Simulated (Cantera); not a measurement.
What does this Cantera script print?

```python
import numpy as np
import cantera as ct

gas_names = """
    H H2 Hg
""".split()
cond_names = """
    Hg(cr) Hg(L)
""".split()


# ... load() reads the species with a 1 bar reference pressure and builds the phases ...
atoms = {
    'Hg': {'Hg': 1},
    'H2': {'H': 2},
}
top_T = {}  # K; cautious upper limits of use, not melting points


# ... equilibrate(T, P, feed) seeds the gas with the atoms and calls Mixture.equilibrate('TP', solver="vcs", rtol=1e-11, max_steps=5000) ...
results = []
feed = {'Hg': 1, 'H2': 18}  # mol
T = 1000  # K
P = 87000  # Pa
mix = equilibrate(T, P, feed)
results.append((T, P, feed, dict(zip(mix.species_names, mix.species_moles))))
print(gas.report(threshold=1e-05))
for i in range(1, mix.n_phases):
    print(f"{mix.phase(i).name:16s} {mix.phase_moles(i):12.5e} mol")
```

Result:

```
       temperature   1000 K
          pressure   87000 Pa
           density   0.13045 kg/m^3
  mean mol. weight   12.467 kg/kmol
   phase of matter   gas

                          1 kg             1 kmol
                     ---------------   ---------------
          enthalpy        1.8926e+06        2.3596e+07  J
   internal energy        1.2257e+06        1.5282e+07  J
           entropy             13707        1.7089e+05  J/K
    Gibbs function       -1.1814e+07        -1.473e+08  J
 heat capacity c_p            2379.8             29670  J/K
 heat capacity c_v            1712.9             21355  J/K

                      mass frac. Y      mole frac. X     chem. pot. / RT
                     ---------------   ---------------   ---------------
                H2           0.15319           0.94737           -17.699
                Hg           0.84681          0.052632           -18.016
     [   +1 minor]        1.9147e-10        2.3682e-09

Hg(L)             0.00000e+00 mol
```

These are equilibrium values from Cantera (NASA tables, ideal gas, pure condensed phases), not measurements of a reactor.
